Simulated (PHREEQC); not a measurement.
Buffer

Consider water at 30 °C with 0.0053 mol/kgw NaHCO3 and 0.21 mol/kgw NaF. Closed to the air; pH follows from the charge balance.

Computed with PHREEQC (ion-association model, phreeqc.dat).

This is a speciation only: nothing precipitates in the calculation.

Question: Predict the pH, specific conductance, activity of water.

Answer: pH 7.85; specific conductance 18600 µS/cm; activity of water 0.993.

Question: In which forms is Na present?

Answer: Na+ 94 %, NaF 5.4 % of the Na.

Complexes and solids missing from the database can't appear.
